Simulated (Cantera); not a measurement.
Input (Python, Cantera) and output of one run.

```python
import numpy as np
import cantera as ct

gas_names = """
    N NO NO2 NO3 N2 N2O O O2 O3 S SN SO SO2 SO3 S2 S2O S8
""".split()
cond_names = """
    S(cr1) S(cr2) S(L)
""".split()


# ... load() reads the species with a 1 bar reference pressure and builds the phases ...
atoms = {
    'S': {'S': 1},
    'SO2': {'S': 1, 'O': 2},
    'N2': {'N': 2},
}
top_T = {}  # K; cautious upper limits of use, not melting points


# ... equilibrate(T, P, feed) seeds the gas with the atoms and calls Mixture.equilibrate('TP', solver="vcs", rtol=1e-11, max_steps=5000) ...
results = []
feed = {'S': 1, 'SO2': 0.0072, 'N2': 1.8}  # mol
T = 2473  # K
P = 550  # Pa
mix = equilibrate(T, P, feed)
results.append((T, P, feed, dict(zip(mix.species_names, mix.species_moles))))
print(gas.report(threshold=0.0001))
for i in range(1, mix.n_phases):
    print(f"{mix.phase(i).name:16s} {mix.phase_moles(i):12.5e} mol")
```

Result:

```
       temperature   2473 K
          pressure   550 Pa
           density   0.00087658 kg/m^3
  mean mol. weight   32.771 kg/kmol
   phase of matter   gas

                          1 kg             1 kmol
                     ---------------   ---------------
          enthalpy        4.0309e+06         1.321e+08  J
   internal energy        3.4035e+06        1.1153e+08  J
           entropy            9374.8        3.0722e+05  J/K
    Gibbs function       -1.9153e+07       -6.2766e+08  J
 heat capacity c_p            1053.6             34529  J/K
 heat capacity c_v            799.93             26215  J/K

                      mass frac. Y      mole frac. X     chem. pot. / RT
                     ---------------   ---------------   ---------------
                N2           0.60788            0.7111           -33.221
                 S           0.17027           0.17404           -16.984
                SO         0.0080289         0.0054748           -41.929
                S2           0.21352           0.10913           -33.967
     [  +13 minor]        0.00030554        0.00025652

S(L)              0.00000e+00 mol
```

These are equilibrium values from Cantera (NASA tables, ideal gas, pure condensed phases), not measurements of a reactor.
